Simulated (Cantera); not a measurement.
Cantera run:

```python
import numpy as np
import cantera as ct

gas_names = """
    H HO2 H2 H2O H2O2 O OH O2 O3 Pb PbO Pb2
""".split()
cond_names = """
    H2O(s) H2O(L) Pb(cr) Pb(L) PbO(rd) PbO(yw) PbO(L) PbO2(s) Pb3O4(s)
""".split()


# ... load() reads the species with a 1 bar reference pressure and builds the phases ...
atoms = {
    'PbO': {'Pb': 1, 'O': 1},
    'H2': {'H': 2},
}
top_T = {'Pb3O4(s)': 820}  # K; cautious upper limits of use, not melting points


# ... equilibrate(T, P, feed) seeds the gas with the atoms and calls Mixture.equilibrate('TP', solver="vcs", rtol=1e-11, max_steps=5000) ...
results = []
feed = {'PbO': 1, 'H2': 0.039}  # mol
P = 5700  # Pa
for T in [950, 1000, 1050, 1100, 1150, 1200, 1250, 1300, 1350, 1400, 1450, 1500, 1550, 1600]:
    mix = equilibrate(T, P, feed)
    results.append((T, P, feed, dict(zip(mix.species_names, mix.species_moles))))

top = {s: max(r[3][s] / sum(r[3][g] for g in gas_names) for r in results) for s in gas_names}
cols = sorted((s for s in top if top[s] > 1e-05), key=lambda s: -top[s])[:7]
seen = [c for c in cond_names if any(r[3].get(c, 0) > 1e-12 for r in results)]
print("log10 of partial pressures in bar; condensed amounts in mol")
print(f"{'T/K':>10s}" + "".join(f"{s[:9]:>10s}" for s in cols + seen))
for T, P, feed, n in results:
    ng = sum(n[g] for g in gas_names)
    print(f"{T:10.4g}" + "".join(f"{np.log10(max(n[s] / ng * P / 1e5, 1e-99)):10.3f}" for s in cols)
          + "".join(f"{n.get(c, 0):10.4g}" for c in seen))
```

It prints:

```
log10 of partial pressures in bar; condensed amounts in mol
       T/K       H2O       PbO        Pb        O2        H2        OH       Pb2     Pb(L)   PbO(yw)    PbO(L)
       950    -1.244    -7.278    -5.298   -13.653    -5.157   -10.752   -11.143   0.03899     0.961         0
      1000    -1.244    -6.516    -4.791   -12.453    -5.076   -10.006   -10.292   0.03898     0.961         0
      1050    -1.245    -5.830    -4.332   -11.371    -5.001    -9.331    -9.526   0.03896     0.961         0
      1100    -1.245    -5.208    -3.917   -10.389    -4.931    -8.718    -8.831   0.03891     0.961         0
      1150    -1.247    -4.643    -3.538    -9.496    -4.866    -8.160    -8.198   0.03879     0.961         0
      1200    -1.250    -4.166    -3.192    -8.758    -4.767    -7.669    -7.620   0.03854         0     0.961
      1250    -1.256    -3.738    -2.874    -8.099    -4.669    -7.224    -7.090   0.03804         0    0.9609
      1300    -1.268    -3.346    -2.581    -7.494    -4.583    -6.817    -6.602   0.03708         0    0.9607
      1350    -1.292    -2.984    -2.310    -6.936    -4.514    -6.447    -6.152   0.03524         0    0.9602
      1400    -1.337    -2.650    -2.060    -6.421    -4.472    -6.116    -5.735   0.03159         0    0.9591
      1450    -1.426    -2.341    -1.827    -5.944    -4.478    -5.832    -5.348   0.02348         0    0.9563
      1500    -1.618    -2.054    -1.619    -5.483    -4.600    -5.617    -5.005         0         0    0.9467
      1550    -1.693    -1.788    -1.692    -4.519    -4.875    -5.230    -5.220         0         0    0.9296
      1600    -1.870    -1.539    -1.847    -3.443    -5.327    -4.879    -5.596         0         0    0.8754
```

Cantera equilibrium calculation (NASA polynomials, part measured and part estimated; ideal gas, pure solids and liquids). Each liquid is taken as pure. Mutual solubility and eutectic melting of coexisting phases are not modelled. Gases not in the tables: (PbO)n polymers.
